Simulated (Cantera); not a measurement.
Feed: 1 mol C2H6, 0.2 mol O2, equilibrated at 2500 °C and 32.0 Pa.

Cantera equilibrium calculation (NASA polynomials, part measured and part estimated; ideal gas, pure solids and liquids). Candidate condensed phases: C, C6H6, C7H8, C8H18, H2O; 110 gas species. Kinetics and transport are ignored.

Q: What is the equilibrium state?

A: 
```json
{
  "x(H)": "0.810",
  "x(C3)": "0.0661",
  "x(CO)": "0.0594",
  "x(H2)": "0.0380",
  "x(C)": "0.0150",
  "x(C2)": "0.00657",
  "x(C2H)": "0.00285",
  "x(C2H2 (acetylene))": "0.00111",
  "x(C5)": "0.000551",
  "gas_amount": "6.731 mol",
  "log10 activity of C(graphite) (absent)": "-0.01"
}
```
